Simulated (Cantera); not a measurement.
Hg + O₂ + H₂ (iron carbonyl, mercury and lead vapours)

Charge: 1 mol Hg, 1.2 mol O₂, 0.81 mol H₂, held at 0.110 bar.

Equilibrium computed with Cantera from the NASA thermochemical tables; the gas is ideal and each condensed phase is pure. Candidate condensed phases: H₂O, Hg, HgO; 10 gas species. The numbers say what is thermodynamically allowed, not how fast it happens.

| T (°C) | x H₂O | x Hg | x O₂ | x OH | x HO₂ | x O | n HgO(s) |
|---|---|---|---|---|---|---|---|
| 252 | 0.731 | 0.00215 | 0.267 | <1e-12 | <1e-12 | <1e-12 | 0.998 |
| 327 | 0.570 | 0.148 | 0.282 | 1.17e-12 | <1e-12 | <1e-12 | 0.789 |
| 402 | 0.311 | 0.384 | 0.305 | 3.22e-11 | <1e-12 | <1e-12 | 0 |
| 477 | 0.311 | 0.384 | 0.305 | 5.78e-10 | 6.09e-12 | <1e-12 | 0 |
| 552 | 0.311 | 0.384 | 0.305 | 6.14e-9 | 4.23e-11 | <1e-12 | 0 |
| 627 | 0.311 | 0.384 | 0.305 | 4.41e-8 | 2.12e-10 | 8.97e-12 | 0 |
| 702 | 0.311 | 0.384 | 0.305 | 2.34e-7 | 8.33e-10 | 1.20e-10 | 0 |
| 777 | 0.311 | 0.384 | 0.305 | 9.80e-7 | 2.69e-9 | 1.11e-9 | 0 |
x: gas mole fraction; n: condensed amount in mol.

From 252 °C to 327 °C the condensed part is HgO(s). From 402 °C to 777 °C nothing is condensed. The main Hg-bearing gas is Hg throughout.
